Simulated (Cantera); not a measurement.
A freely propagating, adiabatic, planar premixed flame of H2 : O2 : N2 : H2O = 1 : 0.649 : 2.44 : 0.087 (molar parts), equivalence ratio 0.77, unburnt at 723 K and 1.00 atm; mixture-averaged transport, grid criteria slope 0.08 and curve 0.16, no radiation.

Model: the H2/O2 subset of GRI-Mech 3.0, which has no nitrogen chemistry, integrated in Cantera. Burning velocities carry a grid error of a few per cent, more on coarse grids.

x: mole fraction of selected species; z is measured from the peak of heat release.

```json
[
 {"z (mm)": "-1.44", "T (K)": "723", "u (m/s)": "8.72", "x H2": "0.239", "x O2": "0.155", "x H2O": "0.0208", "x OH": "<1e-8", "x H2O2": "<1e-8", "x O": "<1e-8"},
 {"z (mm)": "-0.962", "T (K)": "723", "u (m/s)": "8.72", "x H2": "0.239", "x O2": "0.155", "x H2O": "0.0208", "x OH": "<1e-8", "x H2O2": "<1e-8", "x O": "<1e-8"},
 {"z (mm)": "-0.721", "T (K)": "723", "u (m/s)": "8.72", "x H2": "0.239", "x O2": "0.155", "x H2O": "0.0208", "x OH": "<1e-8", "x H2O2": "<1e-8", "x O": "<1e-8"},
 {"z (mm)": "-0.481", "T (K)": "723", "u (m/s)": "8.72", "x H2": "0.239", "x O2": "0.155", "x H2O": "0.0208", "x OH": "<1e-8", "x H2O2": "<1e-8", "x O": "1.10e-8"},
 {"z (mm)": "-0.240", "T (K)": "736", "u (m/s)": "8.84", "x H2": "0.236", "x O2": "0.156", "x H2O": "0.0217", "x OH": "?", "x H2O2": "?", "x O": "?"},
 {"z (mm)": "-0.120", "T (K)": "888", "u (m/s)": "10.5", "x H2": "0.207", "x O2": "0.151", "x H2O": "0.0373", "x OH": "0.000721", "x H2O2": "8.49e-6", "x O": "0.000473"},
 {"z (mm)": "0", "T (K)": "1269", "u (m/s)": "14.5", "x H2": "0.113", "x O2": "0.114", "x H2O": "0.117", "x OH": "0.00447", "x H2O2": "6.50e-6", "x O": "0.00644"},
 {"z (mm)": "0.120", "T (K)": "1559", "u (m/s)": "17.6", "x H2": "0.0436", "x O2": "0.0668", "x H2O": "0.198", "x OH": "0.0114", "x H2O2": "3.47e-6", "x O": "0.0142"},
 {"z (mm)": "0.240", "T (K)": "?", "u (m/s)": "19.1", "x H2": "?", "x O2": "?", "x H2O": "0.219", "x OH": "?", "x H2O2": "?", "x O": "0.0151"},
 {"z (mm)": "0.481", "T (K)": "1859", "u (m/s)": "20.6", "x H2": "0.0269", "x O2": "0.0500", "x H2O": "0.231", "x OH": "0.0172", "x H2O2": "1.04e-6", "x O": "0.0130"},
 {"z (mm)": "0.962", "T (K)": "2012", "u (m/s)": "22.1", "x H2": "0.0225", "x O2": "0.0466", "x H2O": "0.244", "x OH": "0.0183", "x H2O2": "6.00e-7", "x O": "0.00987"},
 {"z (mm)": "1.92", "T (K)": "2151", "u (m/s)": "23.4", "x H2": "0.0168", "x O2": "0.0438", "x H2O": "0.257", "x OH": "0.0177", "x H2O2": "3.95e-7", "x O": "0.00666"},
 {"z (mm)": "3.85", "T (K)": "2261", "u (m/s)": "24.3", "x H2": "0.0110", "x O2": "0.0417", "x H2O": "0.269", "x OH": "0.0154", "x H2O2": "2.99e-7", "x O": "0.00398"}
]
```

Problem. Some entries are withheld; supply them.

Solution. 
- -0.240, x OH: 5.03e-5
- -0.240, x H2O2: 2.42e-6
- -0.240, x O: 1.40e-5
- 0.240, T (K): 1704
- 0.240, x H2: 0.0307
- 0.240, x O2: 0.0546
- 0.240, x OH: 0.0148
- 0.240, x H2O2: 1.97e-6
